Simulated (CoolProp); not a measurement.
Vapour pressure (MPa) of diethyl ether: the reference equation beside estimates from Tc = 194.7 °C, pc = 3.717 MPa, ω = 0.282. Clausius-Clapeyron is anchored at 71.85 °C with a constant enthalpy of vaporisation of 23.92 kJ/mol.

Model: reference Helmholtz-energy equation of state, Thol 2014, in CoolProp.

| T (°C) | reference | Lee-Kesler | Clausius-Clapeyron | van der Waals | Redlich-Kwong | Soave-Redlich-Kwong | Peng-Robinson |
|---|---|---|---|---|---|---|---|
| 65.35 | 0.2705 | 0.2695 | 0.2762 | 0.8797 | 0.4266 | 0.2693 | 0.2676 |
| 68.55 | 0.2960 | 0.2951 | 0.2991 | 0.9217 | 0.4601 | 0.2950 | 0.2928 |
| 71.85 | 0.3242 | 0.3234 | 0.3242 | 0.9664 | 0.4965 | 0.3233 | 0.3206 |
| 75.15 | 0.3543 | 0.3536 | 0.3508 | 1.012 | 0.5350 | 0.3537 | 0.3505 |
| 78.45 | 0.3866 | 0.3860 | 0.3791 | 1.060 | 0.5754 | 0.3862 | 0.3825 |
| 81.65 | 0.4199 | 0.4194 | 0.4082 | 1.107 | 0.6167 | 0.4199 | 0.4155 |
| 84.95 | 0.4564 | 0.4561 | 0.4398 | 1.157 | 0.6614 | 0.4568 | 0.4519 |
| 88.25 | 0.4953 | 0.4952 | 0.4733 | 1.209 | 0.7083 | 0.4962 | 0.4906 |
| 91.55 | 0.5367 | 0.5367 | 0.5086 | 1.262 | 0.7574 | 0.5381 | 0.5317 |
| 94.75 | 0.5792 | 0.5793 | 0.5448 | 1.315 | 0.8073 | 0.5812 | 0.5741 |
| 98.05 | 0.6256 | 0.6259 | 0.5840 | 1.371 | 0.8611 | 0.6284 | 0.6205 |
| 101.35 | 0.6747 | 0.6751 | 0.6252 | 1.428 | 0.9174 | 0.6783 | 0.6696 |
| 104.65 | 0.7266 | 0.7272 | 0.6686 | 1.487 | 0.9761 | 0.7312 | 0.7216 |
| 107.85 | 0.7798 | 0.7805 | 0.7128 | 1.546 | 1.035 | 0.7853 | 0.7749 |
| 111.15 | 0.8375 | 0.8384 | 0.7605 | 1.608 | 1.099 | 0.8442 | 0.8329 |

Absolute difference from the reference over all 15 rows, mean and median: Lee-Kesler 0.1 and 0.1 %, Clausius-Clapeyron 4.5 and 4.4 %, van der Waals 149.6 and 144.1 %, Redlich-Kwong 43.6 and 43.0 %, Soave-Redlich-Kwong 0.4 and 0.3 %, Peng-Robinson 0.9 and 0.9 %.
